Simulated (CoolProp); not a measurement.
The fluid at 293.15 K and 0.0593 MPa is compressed adiabatically to 0.368 MPa with isentropic efficiency 0.8. The same conditions are run with several fluids, on thermodynamics alone (safety and materials aside).

Computed with CoolProp (reference Helmholtz-energy equation of state of each fluid (n-perfluorobutane: Gao 2022; R1233zd(E): Akasaka 2022; propylene: Lemmon 2013; c-C4F8 (RC318): Platzer 1990; hydrogen sulfide: Lemmon 2006)). The equations of Platzer and Polt are older, rougher fits.

| fluid | work (kJ/kg) | final temperature (K) | final density (kg/m³) |
|---|---|---|---|
| n-perfluorobutane | 23.0 | 323.2 | 36.4 |
| R1233zd(E) | 43.8 | 352.4 | 17.9 |
| propylene | 146 | 382.6 | 4.99 |
| c-C4F8 (RC318) | 28.0 | 331.7 | 29.0 |
| hydrogen sulfide | 204 | 490.1 | 3.09 |
